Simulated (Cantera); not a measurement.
An isothermal, constant-pressure homogeneous reactor starts with H2 : O2 = 0.16 : 1 (molar parts), equivalence ratio 0.080, at 1250 K and 0.0263 atm.

Detailed kinetics in Cantera: the H2/O2 subset of GRI-Mech 3.0, which has no nitrogen chemistry. Radical loss at walls, strong at low pressure, is not modelled. The temperature is held fixed by assumption; the heat of reaction is taken as removed at once.

x: mole fraction; the columns are a selection and need not sum to one.

| t (s) | x H2 | x O2 | x OH | x H2O | x O | x HO2 | x H |
|---|---|---|---|---|---|---|---|
| 0.000100 | 0.138 | 0.862 | 9.04e-8 | 2.30e-7 | 1.35e-7 | … | 1.49e-7 |
| 0.000285 | 0.138 | 0.862 | 2.15e-5 | 6.67e-5 | 3.23e-5 | … | 3.43e-5 |
| 0.000811 | 0.00692 | 0.777 | 0.0100 | 0.108 | 0.0602 | 1.25e-5 | 0.0381 |
| 0.00231 | 0.00396 | 0.795 | 0.00800 | 0.122 | 0.0477 | 1.25e-5 | 0.0230 |
| 0.00658 | 0.00185 | 0.828 | 0.00553 | 0.138 | 0.0207 | … | 0.00664 |
| 0.0187 | 0.000368 | 0.847 | 0.00247 | 0.146 | 0.00401 | … | 0.000559 |
| 0.0534 | 4.82e-5 | 0.851 | 0.000899 | 0.148 | 0.000527 | … | 2.67e-5 |
| 0.152 | 7.40e-6 | 0.852 | 0.000356 | 0.148 | 8.24e-5 | … | 1.65e-6 |
| 0.433 | 1.51e-6 | 0.852 | 0.000162 | 0.148 | 1.71e-5 | … | 1.56e-7 |
| 1.23 | 3.82e-7 | 0.852 | 8.21e-5 | 0.148 | 4.37e-6 | … | 2.01e-8 |
| 3.51 | 1.14e-7 | 0.852 | 4.50e-5 | 0.148 | 1.31e-6 | … | 3.33e-9 |
| 10.0 | 4.56e-8 | 0.852 | 2.85e-5 | 0.148 | 5.27e-7 | … | 8.48e-10 |

Q: What belongs in the gaps?

A: 
- 0.000100, x HO2: 5.49e-8
- 0.000285, x HO2: 3.72e-7
- 0.00658, x HO2: 1.14e-5
- 0.0187, x HO2: 6.40e-6
- 0.0534, x HO2: 1.80e-6
- 0.152, x HO2: 3.93e-7
- 0.433, x HO2: 9.83e-8
- 1.23, x HO2: 3.51e-8
- 3.51, x HO2: 2.48e-8
- 10.0, x HO2: 2.92e-8
